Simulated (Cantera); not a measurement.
Feed: 1 mol CuO, 3.3 mol CO, 0.68 mol H2, at 950 K and 3.00 bar.

Cantera equilibrium calculation (NASA polynomials, part measured and part estimated; ideal gas, pure solids and liquids). Candidate condensed phases: C, C6H6, C7H8, C8H18, Cu, CuO, Cu(OH)2, Cu2O, H2O; 113 gas species. Rates play no part.

Base state: CO2 0.481, CO 0.309, H2 0.109, H2O 0.0947, CH4 0.00600 (mole fractions); condensed: C(graphite) + Cu(s).

What changes in the equilibrium state with this change: H2 from 0.68 to 0.13 mol?


```json
[
 {"species": "CO2", "before": "0.481", "after": "0.605"},
 {"species": "CO", "before": "0.309", "after": "0.347"},
 {"species": "H2", "before": "0.109", "after": "0.0239"},
 {"species": "H2O", "before": "0.0947", "after": "0.0233"},
 {"species": "CH4", "before": "0.00600", "after": "0.000288"},
 {"species": "C(graphite), mol", "before": "0.793", "after": "0.709"},
 {"species": "Cu(s), mol", "before": "1.00", "after": "1.00"}
]
```

What changes in the equilibrium state with this change: H2 from 0.68 to 0.56 mol?


```json
[
 {"species": "CO2", "before": "0.481", "after": "0.504"},
 {"species": "CO", "before": "0.309", "after": "0.317"},
 {"species": "H2", "before": "0.109", "after": "0.0925"},
 {"species": "H2O", "before": "0.0947", "after": "0.0822"},
 {"species": "CH4", "before": "0.00600", "after": "0.00430"},
 {"species": "C(graphite), mol", "before": "0.793", "after": "0.778"},
 {"species": "Cu(s), mol", "before": "1.00", "after": "1.00"}
]
```

What changes in the equilibrium state with this change: temperature from 950 K to 2448 K?


```tsv
species	before	after
CO	0.309	0.646
CO2	0.481	0.146
H2O	0.0947	0.0932
Cu	<1e-9	0.0420
H2	0.109	0.0682
CH4	0.00600	<1e-9
H	<1e-9	0.00300
OH	<1e-9	0.000800
Cu2	<1e-9	0.000583
C(graphite), mol	0.793	0
Cu(s), mol	1.00	0
Cu(l), mol	0	0.820
```
